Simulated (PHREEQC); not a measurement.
Dissolve 0.0022 mol TMAH, 2.7e-06 mol H4SiO4 and 0.099 mol Na2CO3 per kg of water at 10 °C. Closed to the air; pH follows from the charge balance.

Model: ion-association model, phreeqc.dat, run in PHREEQC.

No solid was allowed to form.

Task: Order these Si species by the share of Si that they hold, largest first: H3SiO4-, H2SiO4-2, H4SiO4.

Result: H3SiO4- (95 %), H2SiO4-2 (4.2 %), H4SiO4 (0.97 %)

The pH is 11.90 and the ionic strength 0.240 mol/kgw. Species that the database lacks are ignored. (CH3)4N+ isn't in the database: it is added as a free cation with an ion size of 4 Å. Away from 25 °C the constants follow the database's enthalpies or fits; those with neither stay at their 25 °C values.
